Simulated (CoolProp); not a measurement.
Vapour-liquid equilibrium of ammonia (1) + benzene (2) at 294.3 K; x and y are mole fractions of (1).

Values from CoolProp's multi-fluid Helmholtz-energy mixture model, Gao 2020 and Thol 2012; pair parameters Bell 2016.

Problem. Give the bubble pressure and the first vapour's composition at x = 0.55, 0.75, 0.85. Is there an azeotrope?

Solution. x = 0.55: 6.896 bar, y = 0.986; x = 0.75: 7.384 bar, y = 0.989; x = 0.85: 7.811 bar, y = 0.991. No azeotrope shows between x = 0.05 and 0.95.

Pair parameters are fitted to limited data, so mixtures are less certain than the pure fluids. With so large a gap from Raoult's law the liquid may split in two, which this calculation doesn't test in full.
